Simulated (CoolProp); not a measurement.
Vapour-liquid equilibrium of sulfur dioxide (1) + toluene (2) at 0.0251 MPa; x and y are mole fractions of (1).

Computed with CoolProp (multi-fluid Helmholtz-energy mixture model, Gao 2016 and Lemmon 2006; pair parameters Bell 2016).

```json
[
 {"x": "0.05", "bubble temperature (°C)": "…", "y at the bubble point": "0.762", "dew temperature at overall composition x (°C)": "66.5", "liquid density (mol/L)": "9.560"},
 {"x": "0.2", "bubble temperature (°C)": "…", "y at the bubble point": "…", "dew temperature at overall composition x (°C)": "62.1", "liquid density (mol/L)": "11.04"},
 {"x": "0.35", "bubble temperature (°C)": "-17.6", "y at the bubble point": "0.993", "dew temperature at overall composition x (°C)": "57.0", "liquid density (mol/L)": "12.55"},
 {"x": "0.5", "bubble temperature (°C)": "-25.6", "y at the bubble point": "0.997", "dew temperature at overall composition x (°C)": "…", "liquid density (mol/L)": "14.28"},
 {"x": "0.65", "bubble temperature (°C)": "-30.5", "y at the bubble point": "0.999", "dew temperature at overall composition x (°C)": "42.9", "liquid density (mol/L)": "16.39"},
 {"x": "0.8", "bubble temperature (°C)": "-33.8", "y at the bubble point": "0.999", "dew temperature at overall composition x (°C)": "31.5", "liquid density (mol/L)": "19.04"},
 {"x": "0.95", "bubble temperature (°C)": "-36.6", "y at the bubble point": "1.000", "dew temperature at overall composition x (°C)": "7.7", "liquid density (mol/L)": "22.50"}
]
```

**Question.** Some entries are withheld; supply them.

**Answer.** 
- 0.05, bubble temperature (°C): 35.0
- 0.2, bubble temperature (°C): -2.7
- 0.2, y at the bubble point: 0.976
- 0.5, dew temperature at overall composition x (°C): 50.9

No azeotrope shows between x = 0.05 and 0.95.

Pair parameters are fitted to limited data, so mixtures are less certain than the pure fluids. The gap from Raoult's law changes sign with composition, which may be real or a fault of the pair parameters; it wasn't checked against measurements.
